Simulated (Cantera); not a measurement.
Input: 1 mol AlCl3, 3.8 mol HCl, a varied amount of N2, held at 852 °C and 1.00 bar.

Cantera equilibrium calculation (NASA polynomials, part measured and part estimated; ideal gas, pure solids and liquids). Candidate condensed phases: Al, AlCl3, AlN, NH4Cl; 20 gas species. Kinetics and transport are ignored.

x: gas mole fraction; nothing condenses.

| n(N2) (mol) | x N2 | x HCl | x AlCl3 | x Al2Cl6 |
|---|---|---|---|---|
| 14 | 0.745 | 0.202 | 0.0531 | 6.10e-5 |
| 20 | 0.806 | 0.153 | 0.0403 | 3.51e-5 |
| 30 | 0.862 | 0.109 | 0.0287 | 1.78e-5 |
| 43 | 0.900 | 0.0795 | 0.0209 | 9.46e-6 |
| 63 | 0.929 | ___ | ___ | ___ |
| 92 | 0.950 | 0.0393 | 0.0103 | 2.31e-6 |
| 130 | 0.964 | 0.0282 | 0.00742 | 1.19e-6 |
| 200 | 0.977 | 0.0186 | 0.00488 | 5.16e-7 |
| 290 | 0.984 | 0.0129 | 0.00339 | 2.49e-7 |
| 420 | 0.989 | ___ | ___ | ___ |
| 610 | 0.992 | 0.00618 | 0.00163 | 5.73e-8 |
| 890 | 0.995 | 0.00425 | 0.00112 | 2.70e-8 |

**Question.** What belongs in the gaps?

**Answer.** 
- 420, x HCl: 0.00894
- 420, x AlCl3: 0.00235
- 420, x Al2Cl6: 1.20e-7
- 63, x HCl: 0.0560
- 63, x AlCl3: 0.0147
- 63, x Al2Cl6: 4.71e-6
